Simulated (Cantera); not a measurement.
Input: 1 mol Pb, 0.31 mol H2, 0.12 mol N2, equilibrated at 3100 Pa.

Cantera equilibrium calculation (NASA polynomials, part measured and part estimated; ideal gas, pure solids and liquids). Candidate condensed phases: Pb; 11 gas species. Equilibrium is a limit: real reactors are often held back by kinetics, nucleation or transport.

x: gas mole fraction; n: condensed amount in mol.

```tsv
T (K)	x H2	x Pb	x N2	x NH3	x Pb2	x H	n Pb(l)
625	0.721	7.52e-10	0.279	0.000276	<1e-12	<1e-12	1.00
775	0.721	8.03e-7	0.279	3.89e-5	<1e-12	4.78e-12	1.00
925	0.721	…	0.279	…	…	…	1.000
1075	0.719	0.00245	0.278	3.65e-6	2.18e-8	7.07e-8	0.999
1225	0.699	…	0.271	…	…	…	0.987
1375	0.568	0.212	0.220	5.82e-7	3.71e-5	1.47e-5	0.884
1525	0.217	0.699	0.0839	5.21e-8	0.000238	6.26e-5	0
```

Problem. Some entries are withheld; supply them.

Solution. 
- 1225, x Pb: 0.0301
- 1225, x NH3: 1.61e-6
- 1225, x Pb2: 1.44e-6
- 1225, x H: 1.48e-6
- 925, x Pb: 8.62e-5
- 925, x NH3: 9.97e-6
- 925, x Pb2: 8.04e-11
- 925, x H: 1.26e-9
